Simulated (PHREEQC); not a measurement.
Solution (25 °C): 0.17 mol HNO3, 0.2 mol KNO3 and 3.6e-05 mol CO2 per kg of water. Closed to the air; pH follows from the charge balance.

Model: ion-association model, wateq4f.dat, run in PHREEQC.

Each row changes one thing in this solution. This is a speciation only: nothing precipitates in the calculation.

```tsv
case	pH	HCO3- (mol/kgw)
as made	0.88	1.84e-10
temperature from 25 to 15 °C	0.88	(withheld)
diluted 10-fold with water	(withheld)	(withheld)
HNO3 replaced by NaNO3 at the same molality	5.39	5.06e-6
temperature from 25 to 30 °C	0.88	(withheld)
HNO3 replaced by AgNO3 at the same molality	5.40	5.15e-6
temperature from 25 to 10 °C	0.88	1.41e-10
HNO3 from 0.17 to 1.7 mol/kgw	(withheld)	3.00e-11
diluted 2-fold with water	1.17	1.63e-10
```

Task: Complete the blanks.

Result: 
- temperature from 25 to 15 °C, HCO3- (mol/kgw): 1.57e-10
- diluted 10-fold with water, pH: 1.83
- diluted 10-fold with water, HCO3- (mol/kgw): 1.30e-10
- temperature from 25 to 30 °C, HCO3- (mol/kgw): 1.95e-10
- HNO3 from 0.17 to 1.7 mol/kgw, pH: -0.09

The ionic strength passes 0.7 mol/kgw, the rough limit of the ion-association models, in HNO3 from 0.17 to 1.7 mol/kgw. Species that the database lacks are ignored. At this temperature some constants are extrapolated from 25 °C, and those without enthalpy data are left unchanged.
